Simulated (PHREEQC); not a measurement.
PHREEQC input (Pitzer model, pitzer.dat):

```
SOLUTION 1
  temp 15
  units mol/kgw
  pH 7 charge
  Cl 0.062
  K 0.062
  Br 0.04
  Mg 0.02
END
USE solution 1
INCREMENTAL_REACTIONS false
REACTION 1
  H2O -1
  0 9.886 18.011 24.689 30.178 34.689 38.397 41.444
  43.949 46.007 47.699 49.089 50.232 51.172 51.944 52.578
  53.1 53.528 53.88 54.17 54.408 54.603 54.764 54.896 moles
EQUILIBRIUM_PHASES 1
  Bischofite 0 0
  Brucite 0 0
  Carnallite 0 0
  Sylvite 0 0
  MgCl2_4H2O 0 0
SELECTED_OUTPUT 1
  -reset false
  -pH true
  -pe true
  -ionic_strength true
  -water true
  -activities H2O
  -totals Br Cl K Mg
  -molalities H+ K+ Mg+2 Cl- Br- OH- MgOH+
  -equilibrium_phases Bischofite Brucite Carnallite Sylvite MgCl2_4H2O
PRINT
  -reset false
END
```

Selected output (columns that matter, 24 of 24 rows; water left (kg) added in front):

```
water left (kg)	pH	mu	Br	Cl	K	Mg	m_H+	m_K+	m_Mg+2	m_Cl-	m_Br-	m_OH-	la_H2O	Sylvite
1	7.0088	0.122	0.04	0.062	0.062	0.02	1.2206e-07	0.062	0.02	0.062	0.04	6.4049e-08	-0.0013075	0
0.821894	6.9913	0.14844	0.048668	0.075436	0.075436	0.024334	1.2796e-07	0.075436	0.024334	0.075436	0.048668	6.3231e-08	-0.001585	0
0.675514	6.9725	0.1806	0.059214	0.091782	0.091782	0.029607	1.3436e-07	0.091782	0.029607	0.091782	0.059214	6.2337e-08	-0.0019222	0
0.555203	6.952	0.21974	0.072046	0.11167	0.11167	0.036023	1.4131e-07	0.11167	0.036023	0.11167	0.072046	6.1351e-08	-0.0023324	0
0.456313	6.9298	0.26736	0.087659	0.13587	0.13587	0.04383	1.4886e-07	0.13587	0.043829	0.13587	0.087659	6.0252e-08	-0.0028319	0
0.375043	6.9054	0.3253	0.10665	0.16531	0.16531	0.053327	1.5705e-07	0.16531	0.053327	0.16531	0.10665	5.9012e-08	-0.0034409	0
0.30824	6.8785	0.3958	0.12977	0.20114	0.20114	0.064885	1.6598e-07	0.20114	0.064884	0.20114	0.12977	5.7597e-08	-0.0041846	0
0.253345	6.8487	0.48156	0.15789	0.24473	0.24473	0.078944	1.7575e-07	0.24473	0.078944	0.24473	0.15789	5.5965e-08	-0.0050941	0
0.208215	6.8153	0.58593	0.19211	0.29777	0.29777	0.096055	1.865e-07	0.29777	0.096055	0.29777	0.19211	5.4062e-08	-0.0062094	0
0.171138	6.7776	0.71288	0.23373	0.36228	0.36228	0.11686	1.9843e-07	0.36228	0.11686	0.36228	0.23373	5.1833e-08	-0.0075795	0
0.140655	6.7345	0.86737	0.28438	0.4408	0.4408	0.14219	2.1182e-07	0.4408	0.14219	0.4408	0.28438	4.9209e-08	-0.0092695	0
0.115613	6.6849	1.0553	0.34598	0.53627	0.53627	0.17299	2.2707e-07	0.53627	0.17299	0.53627	0.34598	4.6129e-08	-0.011361	0
0.0950203	6.6269	1.2839	0.42096	0.65249	0.65249	0.21048	2.4477e-07	0.65249	0.21048	0.65249	0.42096	4.2533e-08	-0.013965	0
0.0780852	6.5587	1.5624	0.51226	0.794	0.794	0.25613	2.6577e-07	0.794	0.25613	0.794	0.51226	3.8388e-08	-0.017229	0
0.0641769	6.4776	1.901	0.62328	0.96608	0.96608	0.31164	2.9128e-07	0.96608	0.31164	0.96608	0.62328	3.3717e-08	-0.021348	0
0.0527548	6.3807	2.3126	0.75823	1.1752	1.1752	0.37911	3.2311e-07	1.1752	0.37911	1.1752	0.75823	2.861e-08	-0.026589	0
0.0433504	6.2638	2.8143	0.92271	1.4302	1.4302	0.46136	3.6405e-07	1.4302	0.46136	1.4302	0.92271	2.3235e-08	-0.033347	0
0.0356396	6.1232	3.4232	1.1223	1.7396	1.7396	0.56117	4.1798e-07	1.7396	0.56117	1.7396	1.1223	1.7893e-08	-0.042118	0
0.0292979	5.9538	4.1641	1.3653	2.1162	2.1162	0.68264	4.9123e-07	2.1162	0.68264	2.1162	1.3653	1.2906e-08	-0.05366	0
0.0240733	5.7497	5.0679	1.6616	2.5755	2.5755	0.8308	5.9385e-07	2.5755	0.8308	2.5755	1.6616	8.6004e-09	-0.069049	0
0.0197855	5.5061	6.1661	2.0217	3.1336	3.1336	1.0108	7.4141e-07	3.1336	1.0108	3.1336	2.0217	5.23e-09	-0.089692	0
0.0162724	5.2686	7.1174	2.4582	3.4301	3.4301	1.2291	9.2165e-07	3.4301	1.2291	3.4301	2.4582	3.4676e-09	-0.10931	0.0061838
0.0133718	5.0639	7.7004	2.9914	3.2134	3.2134	1.4957	1.1e-06	3.2134	1.4957	3.2134	2.9914	2.8292e-09	-0.12283	0.019032
0.0109937	4.8233	8.4077	3.6385	2.95	2.95	1.8192	1.3151e-06	2.95	1.8192	2.95	3.6385	2.2239e-09	-0.14124	0.029568
```
